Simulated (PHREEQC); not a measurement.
Make-up at 25 °C: 0.089 mol NaH2PO4 and 0.0068 mol H2SO4 per kg of water. Closed to the air; pH follows from the charge balance.

Model: ion-association model, phreeqc.dat, run in PHREEQC.

| quantity | before | after |
|---|---|---|
| pH | 2.88 | 3.47 |
| H3PO4 (mol/kgw) | 0.0117 | 0.0134 |
| SO4-2 (mol/kgw) | 0.00553 | 0.00453 |
| NaSO4- (mol/kgw) | 0.000922 | 0.00222 |

Which change was made?
A. NaH2PO4 from 0.089 to 0.445 mol/kgw
B. H2SO4 from 0.0068 to 0.034 mol/kgw
C. diluted 5-fold with water
D. temperature from 25 to 50 °C
E. H2SO4 from 0.0068 to 0.00612 mol/kgw

A, NaH2PO4 from 0.089 to 0.445 mol/kgw

No solid was allowed to form.
